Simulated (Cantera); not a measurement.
## C₂H₄ + CO₂ (carbon deposition, reforming and gasification)

Charge: 1 mol C₂H₄, a varied amount of CO₂, at 2175 K and 0.460 bar.

Equilibrium computed with Cantera from the NASA thermochemical tables; the gas is ideal and each condensed phase is pure. Candidate condensed phases: C, C₆H₆, C₇H₈, C₈H₁₈, H₂O; 110 gas species. Kinetics and transport are ignored.

From 0.39 mol CO₂ to 1.7 mol CO₂ the condensed part is C(graphite). From 2.1 mol CO₂ to 5 mol CO₂ nothing is condensed. The main C-bearing gas is CO throughout.

```
n(CO₂) (mol)  log p H₂  log p CO  log p CO₂  log p H₂O  n C(graphite)
------------  --------  --------  ---------  ---------  -------------
0.39             -0.48     -0.89      -6.70      -5.58           1.60
0.81             -0.60     -0.69      -6.30      -5.49           1.18
1.2              -0.68     -0.60      -6.13      -5.49          0.791
1.7              -0.77     -0.54      -6.00      -5.52          0.291
2.1              -0.84     -0.51      -2.66      -2.27              0
2.5              -0.93     -0.51      -1.93      -1.63              0
2.9              -1.02     -0.52      -1.64      -1.43              0
3.3              -1.11     -0.52      -1.46      -1.33              0
3.8              -1.21     -0.54      -1.30      -1.26              0
4.2              -1.29     -0.55      -1.20      -1.22              0
4.6              -1.36     -0.56      -1.12      -1.20              0
5                -1.43     -0.57      -1.05      -1.19              0
```
log p: log10 of the partial pressure in bar; n: condensed amount in mol.
